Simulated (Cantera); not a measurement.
Charge: 1 mol PbO, 9.7 mol CO, 37 mol N2, held at 1148 K and 0.0133 bar.

Equilibrium computed with Cantera from the NASA thermochemical tables; the gas is ideal and each condensed phase is pure. Candidate condensed phases: C, Pb, PbO, PbO2, Pb3O4; 27 gas species. The numbers say what is thermodynamically allowed, not how fast it happens.

### Question
What is the equilibrium state?

### Answer
```json
{
 "x(N2)": "0.776",
 "x(CO)": "0.182",
 "x(CO2)": "0.0210",
 "x(Pb)": "0.0210",
 "gas_amount": "47.70 mol",
 "log10 activity of Pb(l) (absent)": "0.00",
 "log10 activity of C(graphite) (absent)": "-3.07",
 "log10 activity of PbO2(s) (absent)": "-16.23"
}
```
